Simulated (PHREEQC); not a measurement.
A solution holds 0.0067 mol/kgw HF, 0.0016 mol/kgw NH4F and 0.2 mol/kgw H3PO4, at 20 °C. Closed to the air; pH follows from the charge balance.

Model: ion-association model, phreeqc.dat, run in PHREEQC.

Each row changes one thing in this solution. No solid was allowed to form.

| case | pH | ionic strength (mol/kgw) | H3PO4 (mol/kgw) | H2PO4- (mol/kgw) | F- (mol/kgw) | HF2- (mol/kgw) |
|---|---|---|---|---|---|---|
| as made | 1.47 | 0.0409 | 0.159 | 0.0407 | 0.000212 | 6.30e-6 |
| diluted 5-fold with water | 1.87 | 0.0152 | 0.0249 | 0.0151 | 9.67e-5 | 5.56e-7 |
| diluted 10-fold with water | 2.06 | 0.00965 | 0.0104 | 0.00958 | 7.08e-5 | 1.98e-7 |
| H3PO4 replaced by KH2PO4 at the same molality | 3.59 | 0.202 | ? | 0.195 | 0.00665 | ? |
| NH4F from 0.0016 to 0.0008 mol/kgw | 1.47 | 0.0405 | 0.160 | 0.0403 | ? | 5.09e-6 |
| H3PO4 from 0.2 to 0.4 mol/kgw | 1.30 | 0.0607 | 0.339 | 0.0606 | ? | ? |
| temperature from 20 to 35 °C | 1.50 | 0.0378 | 0.162 | 0.0377 | 0.000176 | 5.84e-6 |

Q: Some entries are withheld; supply them.

A: 
- H3PO4 replaced by KH2PO4 at the same molality, H3PO4 (mol/kgw): 0.00490
- H3PO4 replaced by KH2PO4 at the same molality, HF2- (mol/kgw): 3.81e-5
- NH4F from 0.0016 to 0.0008 mol/kgw, F- (mol/kgw): 0.000189
- H3PO4 from 0.2 to 0.4 mol/kgw, F- (mol/kgw): 0.000150
- H3PO4 from 0.2 to 0.4 mol/kgw, HF2- (mol/kgw): 4.50e-6
